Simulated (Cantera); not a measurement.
Feed: 1 mol acetone, 0.78 mol O₂, equilibrated at 14.0 bar.

Cantera equilibrium calculation (NASA polynomials, part measured and part estimated; ideal gas, pure solids and liquids). Candidate condensed phases: C, C₆H₆, C₇H₈, C₈H₁₈, H₂O; 110 gas species. The feed counts by its element totals alone. The numbers say what is thermodynamically allowed, not how fast it happens.

### Question
At 1950 K, list the 4 most abundant gas species with their mole fractions, and the condensed phases.

### Answer
H₂ 0.536, CO 0.461, CH₄ 0.00196, H₂O 0.000497. Condensed: C(graphite).
